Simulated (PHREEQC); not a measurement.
Make-up at 93 °C: 1.2 mmol/kgw CuSO4, 0.061 mmol/kgw H2SO4 and 0.14 mmol/kgw H3BO3. Closed to the air; pH follows from the charge balance.

Model: ion-association model, phreeqc.dat, run in PHREEQC.

```csv
quantity,before,after
pH,4.10,3.99
ionic strength (mol/kgw),0.00422,0.00106
SO4-2 (mol/kgw),0.00105,0.000273
HSO4- (mol/kgw),3.86e-5,1.45e-5
H2BO3- (mol/kgw),3.00e-9,2.23e-9
```

Problem. Name the change that produced these shifts.
A) H2SO4 from 6.1e-05 to 6.71e-05 mol/kgw
B) diluted 5-fold with water
C) CuSO4 from 0.0012 to 0.00024 mol/kgw
D) CuSO4 left out
E) 4e-05 mol/kgw HBr added

Solution. C, CuSO4 from 0.0012 to 0.00024 mol/kgw

No solid was allowed to form. Away from 25 °C the constants follow the database's enthalpies or fits; those with neither stay at their 25 °C values.
